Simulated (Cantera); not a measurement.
## Halide evaporation, hydrolysis and transport: LiCl + HF + H2 + HCl

Input: 1 mol LiCl, 0.05 mol HF, 9.2 mol H2, 2 mol HCl, at 698 K.

Method: chemical equilibrium by Gibbs-energy minimisation in Cantera with the NASA 1993 tables (ideal gas, pure condensed phases). Candidate condensed phases: Li, LiCl, LiF, LiH; 25 gas species. Equilibrium is a limit: real reactors are often held back by kinetics, nucleation or transport.

```
P (Pa)  log p H2  log p HCl  log p Li2Cl2  log p LiCl  log p HF  log p Li3Cl3  n LiCl(s)
------  --------  ---------  ------------  ----------  --------  ------------  ---------
0.100      -6.10      -6.76         -7.80       -8.12     -8.36         -8.82      0.494
1.60       -4.88      -5.55         -7.80       -8.12     -7.15         -8.82      0.969
25         -3.69      -4.35         -7.80       -8.12     -5.95         -8.82      0.998
400        -2.49      -3.15         -7.80       -8.12     -4.75         -8.82      1.000
6300       -1.29      -1.95         -7.80       -8.12     -3.55         -8.82      1.000
100000     -0.09      -0.75         -7.80       -8.12     -2.35         -8.82       1.00
```
log p: log10 of the partial pressure in bar; n: condensed amount in mol.

From 0.100 Pa to 1.00 bar the condensed part is LiCl(s). The main Li-bearing gas is Li2Cl2 throughout.
